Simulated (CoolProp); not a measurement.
The fluid at 382.31 K and 3.21 MPa is throttled through a valve to 1.07 MPa with no heat exchange. The same conditions are run with several fluids, on thermodynamics alone (safety and materials aside).

Model: reference Helmholtz-energy equation of state of each fluid (1,2-dichloroethane: Thol 2015; cis-2-butene: Lemmon 2005; trans-2-butene: Lemmon 2005; p-xylene: Zhou 2012; n-nonane: Lemmon 2006), in CoolProp.

```
fluid               temperature change (K)  final phase  final density (kg/m³)
------------------  ----------------------  -----------  ---------------------
1,2-dichloroethane                    +0.6       liquid                   1120
cis-2-butene                             …            …                    108
trans-2-butene                       -25.8            …                   94.2
p-xylene                              +0.7       liquid                    782
n-nonane                              +0.7       liquid                      …
```

What belongs in the gaps?


- cis-2-butene, temperature change (K): -22.8
- cis-2-butene, final phase: two-phase, vapour fraction 0.194
- trans-2-butene, final phase: two-phase, vapour fraction 0.233
- n-nonane, final density (kg/m³): 647
